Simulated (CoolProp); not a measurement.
Aqueous ethylene glycol as a coolant, 14 % by mass, freezing at -5.0 °C, 1 atm.

Model: Melinder's fits for secondary coolants, in CoolProp.

| T (°C) | cp (kJ/(kg K)) | viscosity (mPa s) | conductivity (W/(m K)) | density (kg/m³) |
|---|---|---|---|---|
| -2.8 | 3.967 | 2.93 | 0.504 | 1020 |
| 1.3 | ? | ? | 0.509 | 1020 |
| 5.4 | 3.974 | ? | 0.515 | 1019 |
| 9.4 | ? | 1.93 | ? | 1018 |
| 13.5 | 3.982 | 1.70 | 0.526 | 1017 |
| 17.6 | 3.986 | 1.51 | 0.532 | 1017 |
| 21.7 | 3.991 | 1.35 | 0.537 | 1015 |
| 25.8 | 3.996 | 1.22 | 0.542 | 1014 |
| 29.9 | ? | 1.10 | ? | 1013 |
| 34 | 4.006 | 1.00 | ? | 1011 |

Q: Fill in the missing entries.

A: 
- 1.3, cp (kJ/(kg K)): 3.970
- 1.3, viscosity (mPa s): 2.53
- 5.4, viscosity (mPa s): 2.20
- 9.4, cp (kJ/(kg K)): 3.978
- 9.4, conductivity (W/(m K)): 0.521
- 29.9, cp (kJ/(kg K)): 4.001
- 29.9, conductivity (W/(m K)): 0.547
- 34, conductivity (W/(m K)): 0.552
